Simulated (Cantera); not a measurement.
Input (Python, Cantera):

```python
import numpy as np
import cantera as ct

surf = ct.Interface("diamond.yaml", "diamond_100")
gas, bulk = surf.adjacent["gas"], surf.adjacent["diamond"]
k = surf.kinetics_species_index(bulk.species_names[0])
cover = ["c6HH", "c6H*", "c6*H", "c6**", "c6HM", "c6B"]

rows, drift = [], 0.0
print(f"{'xH':>10s}{'um/h':>11s}" + "".join(f"{s:>11s}" for s in cover))
for v in [0.0001, 0.00024, 0.00056, 0.0013, 0.0032, 0.0075, 0.018, 0.043, 0.1]:
    T, P, xH, xCH3 = 1075, 11000, v, 0.0011
    gas.TPX = T, P, {"H": xH, "CH3": xCH3, "CH4": 0.0031, "H2": 1 - xH - xCH3 - 0.0031}
    surf.TP = bulk.TP = T, P
    surf.coverages = "c6H*:0.1, c6HH:0.9"
    surf.advance_coverages(100.0)
    before = surf.coverages
    surf.advance_coverages(100.0)
    drift = max(drift, np.max(np.abs(surf.coverages - before) / (surf.coverages + 1e-9)))
    rate = surf.net_production_rates[k] * bulk.mean_molecular_weight / bulk.density * 3.6e9
    rows.append([rate, *surf[cover].coverages])
    print(f"{v:10.4g}{rate:11.4e}" + "".join(f"{x:11.3e}" for x in rows[-1][1:]))
```

Result:

```
        xH       um/h       c6HH       c6H*       c6*H       c6**       c6HM        c6B
    0.0001 5.3790e+00  3.702e-01  1.278e-02  2.149e-01  1.581e-03  2.685e-01  1.460e-08
   0.00024 1.2597e+01  3.518e-01  1.421e-02  2.390e-01  3.302e-03  2.629e-01  3.418e-08
   0.00056 2.5341e+01  3.682e-01  1.611e-02  2.709e-01  5.861e-03  2.278e-01  6.876e-08
    0.0013 4.3088e+01  4.091e-01  1.871e-02  3.143e-01  8.980e-03  1.676e-01  1.169e-07
    0.0032 6.2103e+01  4.588e-01  2.156e-02  3.615e-01  1.207e-02  9.838e-02  1.685e-07
    0.0075 7.4907e+01  4.937e-01  2.356e-02  3.935e-01  1.409e-02  5.069e-02  2.033e-07
     0.018 8.2311e+01  5.139e-01  2.490e-02  4.116e-01  1.526e-02  2.322e-02  2.234e-07
     0.043 8.6073e+01  5.234e-01  2.601e-02  4.196e-01  1.590e-02  1.016e-02  2.336e-07
       0.1 8.8340e+01  5.275e-01  2.757e-02  4.220e-01  1.638e-02  4.480e-03  2.397e-07
```

Computed with Cantera and the Harris–Goodwin 1993 mechanism for the reconstructed diamond (100) surface.
